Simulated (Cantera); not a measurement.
Hydrocarbon pyrolysis for carbon deposition

A perfectly stirred reactor is fed with 6.67 % C3H8, 93.3 % H2, at 0.600 bar; it is held at 1825 K, and followed from long to short residence time.

Computed with Cantera and GRI-Mech 3.0 (53 species, 325 reactions). GRI-Mech 3.0 was tuned for natural gas; its chemistry of propane as a main component is partial and can be far from experiment. GRI-Mech 3.0 stops at C3 and has no aromatics, soot or wall deposition, so with more carbon than oxygen in the feed, carbon stays in small species such as C2H2 where larger ones or solid carbon would form.

```json
[
 {"τ (s)": "2.1", "x C3H8": "1.77e-7", "x H2": "0.911", "x C2H6": "7.47e-7", "x C2H4": "0.000849", "x H": "0.000549", "x CH3": "0.000107"},
 {"τ (s)": "1.0", "x C3H8": "3.71e-7", "x H2": "0.910", "x C2H6": "9.76e-7", "x C2H4": "0.000847", "x H": "0.000552", "x CH3": "0.000126"},
 {"τ (s)": "0.49", "x C3H8": "7.56e-7", "x H2": "0.909", "x C2H6": "1.41e-6", "x C2H4": "0.000847", "x H": "0.000556", "x CH3": "0.000156"},
 {"τ (s)": "0.24", "x C3H8": "1.54e-6", "x H2": "0.907", "x C2H6": "2.24e-6", "x C2H4": "0.000853", "x H": "0.000562", "x CH3": "0.000201"},
 {"τ (s)": "0.11", "x C3H8": "3.33e-6", "x H2": "0.904", "x C2H6": "3.94e-6", "x C2H4": "0.000877", "x H": "0.000575", "x CH3": "0.000271"},
 {"τ (s)": "0.055", "x C3H8": "6.60e-6", "x H2": "0.900", "x C2H6": "6.65e-6", "x C2H4": "0.000933", "x H": "0.000593", "x CH3": "0.000354"},
 {"τ (s)": "0.027", "x C3H8": "1.32e-5", "x H2": "0.896", "x C2H6": "1.13e-5", "x C2H4": "0.00106", "x H": "0.000623", "x CH3": "0.000465"},
 {"τ (s)": "0.013", "x C3H8": "2.64e-5", "x H2": "0.892", "x C2H6": "1.89e-5", "x C2H4": "0.00131", "x H": "0.000674", "x CH3": "0.000608"},
 {"τ (s)": "0.0062", "x C3H8": "5.24e-5", "x H2": "0.888", "x C2H6": "3.08e-5", "x C2H4": "0.00177", "x H": "0.000752", "x CH3": "0.000792"},
 {"τ (s)": "0.0030", "x C3H8": "0.000100", "x H2": "0.885", "x C2H6": "4.83e-5", "x C2H4": "0.00255", "x H": "0.000862", "x CH3": "0.00102"}
]
```
x: mole fraction; the columns are a selection and need not sum to one.
